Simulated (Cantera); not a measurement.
An adiabatic, constant-volume homogeneous reactor starts with 20.4 % H₂, 16.7 % O₂, 62.7 % N₂, 0.244 % NO, at 1000 K and 150000 Pa.

Detailed kinetics in Cantera: GRI-Mech 3.0 (53 species, 325 reactions). The mechanism lacks 2 NO + O2 → 2 NO2 and HONO, so NO2 and the effect of NO are under-described below about 1400 K.

Question: Predict: time of steepest temperature rise; temperature at 7.00 s; equilibrium temperature; x(H₂) at 7.00 s; x(O₂) at 7.00 s; x(NO) at 7.00 s; x(N₂O) at 7.00 s; x(HO₂) at 7.00 s; x(N₂) at 7.00 s.

Answer: 
- time of steepest temperature rise: 0.154 ms
- temperature at 7.00 s: 2617 K
- equilibrium temperature: 2617 K
- x(H₂) at 7.00 s: 0.00460 (gas-phase equilibrium 0.00460)
- x(O₂) at 7.00 s: 0.0630 (gas-phase equilibrium 0.0630)
- x(NO) at 7.00 s: 0.0144 (gas-phase equilibrium 0.0144)
- x(N₂O) at 7.00 s: 1.41e-6 (gas-phase equilibrium 1.41e-6)
- x(HO₂) at 7.00 s: 1.55e-5 (gas-phase equilibrium 1.55e-5)
- x(N₂) at 7.00 s: 0.686 (gas-phase equilibrium 0.686)
